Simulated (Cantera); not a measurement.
A perfectly stirred reactor is fed with 18.6 % CO, 7.46 % H2, 2.24 % CH4, 14.6 % O2, 55.0 % N2, 2.05 % H2O, equivalence ratio 1.2, at 1.00 bar; it is adiabatic with a 373 K inlet, and is followed from long to short residence time, starting on the burning branch (τ in s: 0.42, 0.17, 0.067, 0.027, 0.011, 0.0043, 0.0017, 0.00068, 0.00027, 0.00011, 4.3e-05, 1.7e-05).

Model: GRI-Mech 3.0 (53 species, 325 reactions), integrated in Cantera.

### Question
Predict: blow-out, bracketed by the residence times tried; x(CO) at τ = 0.420 s; x(H2) at τ = 0.420 s; x(CH4) at τ = 0.420 s; x(CH3) at τ = 0.420 s; x(NO) at τ = 0.420 s; x(CO) at τ = 1.70 ms; x(H2) at τ = 1.70 ms; x(CH4) at τ = 1.70 ms; x(CH3) at τ = 1.70 ms; x(NO) at τ = 1.70 ms.

### Answer
```
Item                                                                           Value
------------------------------------------------  ----------------------------------
blow-out, bracketed by the residence times tried  burning at 43.0 µs, out at 17.0 µs
x(CO) at τ = 0.420 s                                                          0.0623
x(H2) at τ = 0.420 s                                                         0.00917
x(CH4) at τ = 0.420 s                                                        1.92e-7
x(CH3) at τ = 0.420 s                                                        1.28e-7
x(NO) at τ = 0.420 s                                                         0.00146
x(CO) at τ = 1.70 ms                                                          0.0815
x(H2) at τ = 1.70 ms                                                          0.0143
x(CH4) at τ = 1.70 ms                                                        1.18e-5
x(CH3) at τ = 1.70 ms                                                        4.98e-6
x(NO) at τ = 1.70 ms                                                        0.000156
```
